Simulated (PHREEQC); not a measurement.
NaOH is added in steps, without added water, to 1 kg of water holding 3.2 mol HCl, 0.9 mol Na2SO4 and 0.056 mol KBr, at 20 °C. No CO2 enters from the air. Solids allowed: Arcanite, Glaserite, Halite, Mirabilite, Misenite, Sylvite, Thenardite. Others were left out.

Base run: PHREEQC, Pitzer model, pitzer.dat. Each further column changes one thing. The table gives pH.

```tsv
NaOH added (mol)	base	HCl replaced by NaCl at the same molality	no solid may form
0	-1.07	7.13	-1.07
0.595	-0.89	13.71	-0.89
1.105	-0.70	14.03	-0.70
1.7	-0.41	14.29	-0.41
2.295	0.04	14.50	0.04
2.805	0.66	14.64	0.66
3.4	13.16	14.80	13.16
```

In brines, pH and single-ion activities rest on the MacInnes convention.
